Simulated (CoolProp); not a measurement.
Properties of acetone along the isotherm 124.85 °C (Tc = 235.0 °C, pc = 4.692 MPa, ω = 0.307).

Values from CoolProp's reference Helmholtz-energy equation of state, Lemmon 2006. It is a short technical equation, of lower accuracy than the large ones.

```json
[
 {"p (MPa)": "0.00742", "phase": "gas", "Z": "0.9984", "cv (kJ/(kg K))": "1.438", "fugacity coefficient": "0.9984"},
 {"p (MPa)": "0.0132", "phase": "gas", "Z": "0.9972", "cv (kJ/(kg K))": "1.440", "fugacity coefficient": "0.9972"},
 {"p (MPa)": "0.0235", "phase": "gas", "Z": "0.9951", "cv (kJ/(kg K))": "1.443", "fugacity coefficient": "0.9951"},
 {"p (MPa)": "0.0417", "phase": "gas", "Z": "0.9912", "cv (kJ/(kg K))": "1.448", "fugacity coefficient": "0.9913"},
 {"p (MPa)": "0.0742", "phase": "gas", "Z": "0.9843", "cv (kJ/(kg K))": "___", "fugacity coefficient": "0.9845"},
 {"p (MPa)": "0.132", "phase": "gas", "Z": "0.9717", "cv (kJ/(kg K))": "___", "fugacity coefficient": "___"},
 {"p (MPa)": "0.235", "phase": "gas", "Z": "0.9486", "cv (kJ/(kg K))": "___", "fugacity coefficient": "0.9510"},
 {"p (MPa)": "0.417", "phase": "gas", "Z": "0.9050", "cv (kJ/(kg K))": "___", "fugacity coefficient": "0.9131"},
 {"p (MPa)": "0.742", "phase": "liquid", "Z": "___", "cv (kJ/(kg K))": "1.754", "fugacity coefficient": "0.7831"},
 {"p (MPa)": "1.32", "phase": "liquid", "Z": "___", "cv (kJ/(kg K))": "1.753", "fugacity coefficient": "0.4470"},
 {"p (MPa)": "2.35", "phase": "liquid", "Z": "0.06217", "cv (kJ/(kg K))": "1.752", "fugacity coefficient": "0.2580"}
]
```

### Question
What belongs in the gaps?

### Answer

- 0.0742, cv (kJ/(kg K)): 1.458
- 0.132, cv (kJ/(kg K)): 1.476
- 0.132, fugacity coefficient: 0.9724
- 0.235, cv (kJ/(kg K)): 1.509
- 0.417, cv (kJ/(kg K)): 1.575
- 0.742, Z: 0.01976
- 1.32, Z: 0.03507
